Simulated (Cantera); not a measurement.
An isothermal plug-flow reactor at 725 K and 5.00 bar (inlet), inlet velocity 0.39 m/s, active area per volume 9400 1/m; feed 2.32 % CO, 1.34 % O2, 96.3 % N2, equivalence ratio 0.86.

Computed with Cantera and Deutschmann's 1995 Pt surface mechanism with GRI-Mech 3.0 gas chemistry. Catalytic surfaces can have several steady states; this one follows from the mechanism file's or the stated starting coverage. Mass transfer to the wall is taken as infinitely fast.

One state of this run: x CO = 0.0213; x O2 = 0.0125; x H2O = <1e-12; x CO2 = 0.00187; θ free Pt = 0.0210; θ O* = 0.00112; θ CO* = 0.978. x: gas mole fraction; θ: surface coverage.

Problem. Which value of z (m) does it belong to?
A. 0.0045
B. 0.0008
C. 0.008
D. 0.0025

Solution. B, 0.0008
